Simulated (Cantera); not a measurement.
# Equilibrium for silicon oxide and oxynitride deposition: SiH2Cl2 + O3

A closed system holds: 1 mol SiH2Cl2, 1.5 mol O3, at 1.90 mbar.

Cantera equilibrium calculation (NASA polynomials, part measured and part estimated; ideal gas, pure solids and liquids). Candidate condensed phases: H2O, Si, SiO2; 30 gas species. The tables hold silica as quartz up to 1696 K and as liquid above; real silica turns to tridymite and cristobalite and melts near 1996 K. The numbers say what is thermodynamically allowed, not how fast it happens.

From 727 °C to 1327 °C the condensed part is SiO2(β-quartz).

```
T (°C)  x HCl   x O2     x Cl   x H2O    x Cl2      x OH  n SiO2(β-quartz)
------  -----  -----  -------  ------  -------  --------  ----------------
727     0.529  0.369  0.00198  0.0506   0.0496   4.51e-7              1.00
777     0.540  0.370  0.00373  0.0441   0.0422   1.07e-6              1.00
827     0.547  0.371  0.00659  0.0392   0.0359   2.35e-6              1.00
877     0.552  0.372   0.0109  0.0357   0.0302   4.86e-6              1.00
927     0.553  0.371   0.0171  0.0336   0.0250   9.58e-6              1.00
977     0.552  0.370   0.0254  0.0327   0.0201   1.81e-5              1.00
1027    0.548  0.368   0.0355  0.0333   0.0155   3.34e-5              1.00
1077    0.541  0.365   0.0472  0.0352   0.0116   5.98e-5              1.00
1127    0.532  0.361   0.0600  0.0384  0.00847  0.000105              1.00
1177    0.520  0.357   0.0736  0.0428  0.00606  0.000178              1.00
1227    0.507  0.353   0.0879  0.0481  0.00430  0.000296              1.00
1277    0.492  0.348    0.103  0.0542  0.00306  0.000477              1.00
1327    0.475  0.343    0.118  0.0608  0.00219  0.000747              1.00
```
x: gas mole fraction; n: condensed amount in mol.
